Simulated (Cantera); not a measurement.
A freely propagating, adiabatic, planar premixed flame of CH₄ : CO : O₂ : N₂ = 1 : 0.1 : 2.07 : 7.79 (molar parts), equivalence ratio 0.99, unburnt at 423 K and 750 Torr; mixture-averaged transport, grid criteria slope 0.08 and curve 0.16, no radiation.

Model: GRI-Mech 3.0 (53 species, 325 reactions), integrated in Cantera. Burning velocities carry a grid error of a few per cent, more on coarse grids.

Problem. What does this change do: CH4 1 to 1.3 parts?

Solution. 
| quantity | before | after |
|---|---|---|
| laminar burning velocity | 69.8 cm/s | 53.1 cm/s |
| thermal thickness | 0.384 mm | 0.446 mm |
| peak x(H₂) | 0.0200 | 0.0424 |
| peak x(HCN) | 2.99e-6 | 2.32e-5 |
| peak x(C₂H₆) | 0.000882 | 0.00151 |

Problem. What does this change do: inlet temperature 423 to 525 K?

Solution. 
| quantity | before | after |
|---|---|---|
| laminar burning velocity | 69.8 cm/s | 103 cm/s |
| thermal thickness | 0.384 mm | 0.349 mm |
| peak x(H₂) | 0.0200 | 0.0216 |
| peak x(HCN) | 2.99e-6 | 3.42e-6 |
| peak x(C₂H₆) | 0.000882 | 0.000948 |
